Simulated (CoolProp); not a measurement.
Isohexane along the isobar 3.35 MPa: fugacity coefficient from the reference equation and from simpler models built on Tc = 224.6 °C, pc = 3.043 MPa, ω = 0.280; each cubic takes its own stable root.

Computed with CoolProp (reference Helmholtz-energy equation of state, Lemmon 2006). It is a short technical equation, of lower accuracy than the large ones.

| T (°C) | phase | reference | Redlich-Kwong | Soave-Redlich-Kwong | Peng-Robinson |
|---|---|---|---|---|---|
| 186.15 | liquid | 0.4093 | 0.4574 | 0.4252 | 0.4090 |
| 197.45 | liquid | … | 0.5064 | 0.4829 | 0.4647 |
| 208.75 | liquid | 0.5241 | 0.5552 | 0.5414 | 0.5212 |
| 220.15 | liquid | … | 0.6027 | 0.5990 | 0.5769 |
| 231.45 | supercritical | 0.6368 | 0.6452 | 0.6497 | 0.6259 |
| 242.85 | supercritical | … | … | 0.6830 | 0.6583 |
| 254.15 | supercritical | 0.6992 | 0.6980 | 0.7092 | 0.6842 |
| 265.55 | supercritical | 0.7229 | 0.7182 | 0.7324 | 0.7070 |
| 276.85 | supercritical | 0.7437 | 0.7361 | 0.7529 | 0.7274 |

Q: Fill in the missing entries.

A: 
- 197.45, reference: 0.4659
- 220.15, reference: 0.5828
- 242.85, reference: 0.6720
- 242.85, Redlich-Kwong: 0.6750
